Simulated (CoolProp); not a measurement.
Vapour-liquid equilibrium of methanol (1) + water (2) at 0.164 bar; x and y are mole fractions of (1).

Values from CoolProp's multi-fluid Helmholtz-energy mixture model, de Reuck 1993 and Wagner 2002; pair parameters Bell 2016.

Q: Give the bubble temperature and the first vapour's composition at x = 0.125, 0.725, 0.875. Is there an azeotrope?

A: x = 0.125: 317.4 K, y = 0.496; x = 0.725: 301.1 K, y = 0.910; x = 0.875: 299.1 K, y = 0.958. No azeotrope shows between x = 0.05 and 0.95.

The pair parameters rest on a limited set of measurements; away from them the model extrapolates.
